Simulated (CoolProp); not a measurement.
Tetradecamethylhexasiloxane (MD4M) along the isotherm 620 K: density (kg/m³) from the reference equation and from simpler models built on Tc = 653.2 K, pc = 0.8286 MPa, ω = 0.800; each cubic takes its own stable root.

Model: reference Helmholtz-energy equation of state, Thol 2019, in CoolProp.

```
p (MPa)   phase  reference
-------  ------  ---------
0.00655     gas     0.5855
0.0111      gas     0.9949
0.0187      gas      1.684
0.0315      gas      2.859
0.0531      gas      4.884
0.0897      gas      8.451
0.151       gas      14.86
0.255       gas      27.33
0.431       gas      56.71
0.727    liquid      498.0
1.23     liquid      518.2
2.07     liquid      540.5
```

**Question.** How far does each simpler model (van der Waals, Soave-Redlich-Kwong, Peng-Robinson) lie from the reference over these 12 states: mean and median of the absolute difference, and the worst?

**Answer.** 
- van der Waals: mean 11.7 %, median 2.5 %, worst -42.7 % at 620 K and 0.727 MPa
- Soave-Redlich-Kwong: mean 4.3 %, median 1.1 %, worst -15.5 % at 620 K and 0.727 MPa
- Peng-Robinson: mean 1.2 %, median 0.4 %, worst -5.0 % at 620 K and 0.727 MPa
